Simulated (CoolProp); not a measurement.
A single-stage vapour-compression cycle with the fluid: evaporating at 268.15 K (dew point), condensing at 296.15 K (bubble point), superheat 5 K, subcooling 0 K, compressor efficiency 0.85, no pressure losses. The same conditions are run with several fluids, on thermodynamics alone (safety and materials aside).

Values from CoolProp's reference Helmholtz-energy equation of state of each fluid (R245fa: Akasaka 2015; R236FA: Pan 2012; ethane: Bücker 2006; dimethyl ether: Wu 2011; R1233zd(E): Akasaka 2022; R115: Lemmon 2016).

Task: Rank R245fa, R236FA, ethane, dimethyl ether, R1233zd(E), R115 by cooling COP, highest first.

Result: R1233zd(E) (7.40), R245fa (7.34), dimethyl ether (7.30), R236FA (7.14), R115 (6.68), ethane (5.15)

```tsv
fluid	pressure ratio	discharge temperature (K)	refrigerating effect (kJ/kg)	volumetric capacity (kJ/m³)
R245fa	3.27	304.0	175	447
R236FA	2.91	299.8	131	798
ethane	1.90	315.7	222	8410
dimethyl ether	2.50	315.0	383	1840
R1233zd(E)	3.13	306.5	176	401
R115	2.28	299.0	85.1	2420
```
